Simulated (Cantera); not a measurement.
Feed: 1 mol Si, 0.82 mol Cl2, 2.2 mol H2, equilibrated at 1748 K and 1 atm.

Method: chemical equilibrium by Gibbs-energy minimisation in Cantera with the NASA 1993 tables (ideal gas, pure condensed phases). Candidate condensed phases: Si; 19 gas species. The tables' values for SiCl3, SiCl are old estimates; treat these amounts as uncertain. Gases not in the tables: Si2H6 and higher silanes. Equilibrium is a limit: real reactors are often held back by kinetics, nucleation or transport.

### Question
What is the equilibrium state?

### Answer
- x(H2) = 0.655
- x(HCl) = 0.170
- x(SiCl2) = 0.146
- x(SiCl3) = 0.0197
- x(SiCl4) = 0.00474
- x(SiHCl3) = 0.00403
- x(SiH2Cl2) = 0.000608
- x(H) = 0.000184
- x(Cl) = 3.67e-5
- n(Si(l)) = 0.480 mol
- gas amount = 2.963 mol
